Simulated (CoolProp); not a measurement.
A closed Brayton cycle with carbon dioxide: compressor inlet 310.15 K and 9.4 MPa, high pressure 25.2 MPa, turbine inlet 815 K, compressor efficiency 0.85, turbine efficiency 0.93, recuperator effectiveness 0.8 (on enthalpy, no pinch check). Each further row changes one setting.

Model: reference Helmholtz-energy equation of state, Span 1996, in CoolProp.

| case | thermal efficiency (%) | net work (kJ/kg) | compressor to turbine work | compressor exit (K) | turbine exit (K) |
|---|---|---|---|---|---|
| as stated | ___ | 106 | 0.20 | 340.5 | 693.8 |
| turbine inlet 765 K | ___ | 96.6 | 0.21 | 340.5 | 648.2 |
| compressor inlet 320.15 K | ___ | 92.4 | ___ | 383.9 | 693.8 |
| high pressure 21.4 MPa | ___ | 91.5 | ___ | 334.7 | 713.4 |
| recuperator effectiveness 0.5 | ___ | 106 | 0.20 | 340.5 | 693.8 |

What belongs in the gaps?


- as stated, thermal efficiency (%): 31.0
- turbine inlet 765 K, thermal efficiency (%): 30.0
- compressor inlet 320.15 K, thermal efficiency (%): 30.5
- compressor inlet 320.15 K, compressor to turbine work: 0.30
- high pressure 21.4 MPa, thermal efficiency (%): 28.5
- high pressure 21.4 MPa, compressor to turbine work: 0.18
- recuperator effectiveness 0.5, thermal efficiency (%): 22.4
